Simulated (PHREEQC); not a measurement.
# Arsenic or selenium liquor

Solution (16 °C): 0.081 mol H3AsO4, 0.015 mol H3PO4 and 0.028 mol CaCl2 per kg of water. Closed to the air; pH follows from the charge balance.

Model: ion-association model, wateq4f.dat, run in PHREEQC.

Each row changes one thing in this solution. No solid was allowed to form.

| case | pH | ionic strength (mol/kgw) | H3AsO4 (mol/kgw) | Ca+2 (mol/kgw) | H2AsO4- (mol/kgw) | H3PO4 (mol/kgw) | SI of Portlandite (Ca(OH)2) | SI of Hydroxyapatite (Ca5(PO4)3OH) |
|---|---|---|---|---|---|---|---|---|
| as made | 1.67 | 0.108 | 0.0606 | 0.0270 | 0.0204 | 0.00957 | -22.15 | -24.67 |
| H3AsO4 replaced by Na2HAsO4 at the same molality | 7.09 | 0.290 | 2.73e-7 | 0.0227 | 0.0267 | 2.24e-8 | -11.50 | +11.72 |
| temperature from 16 to 55 °C | 1.73 | 0.104 | 0.0633 | 0.0265 | 0.0177 | 0.0100 | -19.27 | -21.20 |
| CaCl2 from 0.028 to 0.014 mol/kgw | 1.68 | 0.0658 | 0.0611 | 0.0134 | 0.0199 | 0.00996 | -22.38 | -25.80 |
| temperature from 16 to 5 °C | 1.65 | 0.109 | 0.0595 | 0.0271 | 0.0215 | 0.00937 | -23.11 | -25.85 |
| H3AsO4 from 0.081 to 0.0729 mol/kgw | 1.69 | 0.107 | 0.0539 | 0.0270 | 0.0191 | 0.00940 | -22.11 | -24.48 |

Some of these states are supersaturated (in Hydroxyapatite, for instance). H3PO4, which wateq4f.dat lacks, is added to it with the constant of phreeqc.dat. Constants without temperature data keep their 25 °C values here. The database has no arsenate complexes of Ca.
